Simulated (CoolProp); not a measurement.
Vapour-liquid equilibrium of 1-butene (1) + n-butane (2) at 13.95 °C; x and y are mole fractions of (1).

Computed with CoolProp (multi-fluid Helmholtz-energy mixture model, Lemmon 2005 and Bücker 2006; pair parameters Bell 2016).

```json
[
 {"x": "0.05", "bubble pressure (MPa)": "0.1721", "y at the bubble point": "0.061", "dew pressure at overall composition x (MPa)": "0.1717", "liquid density (mol/L)": "___"},
 {"x": "0.2", "bubble pressure (MPa)": "0.1787", "y at the bubble point": "0.237", "dew pressure at overall composition x (MPa)": "0.1772", "liquid density (mol/L)": "10.19"},
 {"x": "0.35", "bubble pressure (MPa)": "___", "y at the bubble point": "0.400", "dew pressure at overall composition x (MPa)": "0.1832", "liquid density (mol/L)": "10.29"},
 {"x": "0.5", "bubble pressure (MPa)": "___", "y at the bubble point": "___", "dew pressure at overall composition x (MPa)": "___", "liquid density (mol/L)": "10.38"},
 {"x": "0.65", "bubble pressure (MPa)": "0.1977", "y at the bubble point": "___", "dew pressure at overall composition x (MPa)": "___", "liquid density (mol/L)": "10.48"},
 {"x": "0.8", "bubble pressure (MPa)": "0.2032", "y at the bubble point": "0.826", "dew pressure at overall composition x (MPa)": "___", "liquid density (mol/L)": "10.58"},
 {"x": "0.95", "bubble pressure (MPa)": "0.2080", "y at the bubble point": "0.956", "dew pressure at overall composition x (MPa)": "0.2078", "liquid density (mol/L)": "10.69"}
]
```

**Question.** Complete the blanks.

**Answer.** 
- 0.05, liquid density (mol/L): 10.10
- 0.35, bubble pressure (MPa): 0.1852
- 0.5, bubble pressure (MPa): 0.1916
- 0.5, y at the bubble point: 0.551
- 0.5, dew pressure at overall composition x (MPa): 0.1895
- 0.65, y at the bubble point: 0.692
- 0.65, dew pressure at overall composition x (MPa): 0.1959
- 0.8, dew pressure at overall composition x (MPa): 0.2021

No azeotrope shows between x = 0.05 and 0.95.

Pair parameters are fitted to limited data, so mixtures are less certain than the pure fluids.
